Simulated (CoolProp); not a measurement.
Vapour-liquid equilibrium of propane (1) + benzene (2) at 36.75 °C; x and y are mole fractions of (1).

Values from CoolProp's multi-fluid Helmholtz-energy mixture model, Lemmon 2009 and Thol 2012; pair parameters Bell 2016.

### Question
Give the bubble pressure and the first vapour's composition at x = 0.05, 0.125, 0.275. Is there an azeotrope?

### Answer
x = 0.05: 0.1337 MPa, y = 0.841; x = 0.125: 0.2743 MPa, y = 0.924; x = 0.275: 0.4868 MPa, y = 0.959. No azeotrope shows between x = 0.05 and 0.95.

Pair parameters are fitted to limited data, so mixtures are less certain than the pure fluids. The gap from Raoult's law changes sign with composition, which may be real or a fault of the pair parameters; it wasn't checked against measurements. With so large a gap from Raoult's law the liquid may split in two, which this calculation doesn't test in full.
